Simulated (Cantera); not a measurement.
Charge: 1 mol Ti(OiPr)₄, a varied amount of O₂, at 1000 K and 10000 Pa.

Cantera equilibrium calculation (NASA polynomials, part measured and part estimated; ideal gas, pure solids and liquids). Candidate condensed phases: C, C₆H₆, C₇H₈, C₈H₁₈, H₂O, Ti, TiC, TiO, TiO₂, Ti₂O₃, Ti₃O₅, Ti₄O₇; 113 gas species. The feed counts by its element totals alone. Rates play no part.

Task: At 1.2 mol O₂, list the 5 most abundant gas species with their mole fractions, and the condensed phases.

Result: H₂ 0.755, CO 0.230, H₂O 0.00686, CH₄ 0.00544, CO₂ 0.00300. Condensed: C(graphite) + TiO₂(rutile).
